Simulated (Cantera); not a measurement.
Cantera run:

```python
import numpy as np
import cantera as ct

gas_names = """
    AL ALH ALN ALO ALOH ALO2 ALO2H AL2 AL2O AL2O2 H HALO HNO HNO2 HNO3 HO2 H2 H2O H2O2 N NH NH2 NH3
    NH2OH NO NO2 NO3 N2 N2H2 N2H4 N2O O OH O2 O3
""".split()
cond_names = """
    AL(cr) AL(L) ALN(s) AL2O3(a) AL2O3(L) H2O(s) H2O(L)
""".split()


# ... load() reads the species with a 1 bar reference pressure and builds the phases ...
atoms = {
    'AlN': {'AL': 1, 'N': 1},
    'O2': {'O': 2},
    'H2': {'H': 2},
}
top_T = {'ALN(s)': 2750}  # K; cautious upper limits of use, not melting points


# ... equilibrate(T, P, feed) seeds the gas with the atoms and calls Mixture.equilibrate('TP', solver="vcs", rtol=1e-11, max_steps=5000) ...
results = []
feed = {'AlN': 1, 'O2': 0.23, 'H2': 32}  # mol
P = 5800  # Pa
for T in [1523, 1623, 1723, 1823, 1923, 2023, 2123]:
    mix = equilibrate(T, P, feed)
    results.append((T, P, feed, dict(zip(mix.species_names, mix.species_moles))))
    x = sorted(zip(gas.X, gas.species_names), reverse=True)
    print(f"T = {T:g} K  P = {P:g} Pa  gas = {mix.phase_moles(0):.4g} mol")
    print("   x: " + "  ".join(f"{s} {v:.3e}" for v, s in x if v > 0.001))
    print("   condensed (mol): " + ("  ".join(f"{mix.phase(i).name} {mix.phase_moles(i):.4g}"
          for i in range(1, mix.n_phases) if mix.phase_moles(i) > 1e-12) or "none"))
```

It prints:

```
T = 1523 K  P = 5800 Pa  gas = 32.15 mol
   x: H2 9.951e-01  N2 4.768e-03
   condensed (mol): ALN(s) 0.6934  AL2O3(a) 0.1533
T = 1623 K  P = 5800 Pa  gas = 32.16 mol
   x: H2 9.949e-01  N2 4.769e-03
   condensed (mol): ALN(s) 0.6933  AL2O3(a) 0.1533
T = 1723 K  P = 5800 Pa  gas = 32.17 mol
   x: H2 9.944e-01  N2 4.801e-03
   condensed (mol): ALN(s) 0.6911  AL2O3(a) 0.1531
T = 1823 K  P = 5800 Pa  gas = 32.22 mol
   x: H2 9.921e-01  N2 5.221e-03  H 1.792e-03
   condensed (mol): ALN(s) 0.6635  AL2O3(a) 0.1503
T = 1923 K  P = 5800 Pa  gas = 32.56 mol
   x: H2 9.806e-01  N2 8.639e-03  H 3.874e-03  AL 3.457e-03  AL2O 3.096e-03
   condensed (mol): ALN(s) 0.4374  AL2O3(a) 0.1194
T = 2023 K  P = 5800 Pa  gas = 33.21 mol
   x: H2 9.592e-01  N2 1.505e-02  AL2O 8.939e-03  AL 8.420e-03  H 7.723e-03
   condensed (mol): AL2O3(a) 0.05334
T = 2123 K  P = 5800 Pa  gas = 33.34 mol
   x: H2 9.523e-01  N2 1.500e-02  H 1.454e-02  AL 8.921e-03  AL2O 8.582e-03
   condensed (mol): AL2O3(a) 0.05533
```

Equilibrium computed with Cantera from the NASA thermochemical tables; the gas is ideal and each condensed phase is pure. Mutual solubility and eutectic melting of coexisting phases are not modelled. The tables' values for AlOH are old estimates; treat these amounts as uncertain. Condensed phases not in the tables: aluminium oxynitride.
